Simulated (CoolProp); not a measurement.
2000 sccm (0 °C, 1 atm) of nitrogen bubbles through liquid methanol at 317 K and leaves saturated at a total pressure of 0.15 MPa (ideal gas phase). Each further row changes one setting.

Model: reference Helmholtz-energy equation of state, de Reuck 1993, in CoolProp.

```csv
case,vapour pressure (kPa),mole fraction of vapour,delivery (mg/min),delivery (sccm),change of delivery for a bath 1 K warmer (%)
as stated,42.4,0.283,1130,…,6.6
bath temperature 322 K,53.0,0.353,1560,1090,7.1
total pressure 0.3 MPa,42.4,0.141,470,…,…
```

Task: Fill in the missing entries.

Result: 
- as stated, delivery (sccm): 788
- total pressure 0.3 MPa, delivery (sccm): 329
- total pressure 0.3 MPa, change of delivery for a bath 1 K warmer (%): 5.4
